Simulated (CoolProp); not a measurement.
A single-stage vapour-compression cycle with the fluid: evaporating at 292.15 K (dew point), condensing at 361.15 K (bubble point), superheat 10 K, subcooling 0 K, compressor efficiency 0.7, no pressure losses. The same conditions are run with several fluids, on thermodynamics alone (safety and materials aside).

Values from CoolProp's reference Helmholtz-energy equation of state of each fluid (n-butane: Bücker 2006; R1224YDZ: Akasaka 2023; R152A: Outcalt 1996; R227EA: Lemmon 2016; sulfur dioxide: Gao 2016; tetrahydrofuran: Fiedler 2023).

| fluid | cooling COP | pressure ratio | discharge temperature (K) | refrigerating effect (kJ/kg) | volumetric capacity (kJ/m³) |
|---|---|---|---|---|---|
| n-butane | 1.94 | 5.96 | 372.9 | 203 | 1000 |
| R1224YDZ | 1.94 | 7.48 | 371.9 | 91.2 | 670 |
| R152A | 1.85 | 5.56 | 401.5 | 160 | 2340 |
| R227EA | 1.06 | 5.85 | 364.6 | 32.2 | 919 |
| sulfur dioxide | 2.20 | 6.75 | 492.2 | 268 | 2310 |
| tetrahydrofuran | 2.43 | 11.9 | 410.5 | 334 | 159 |
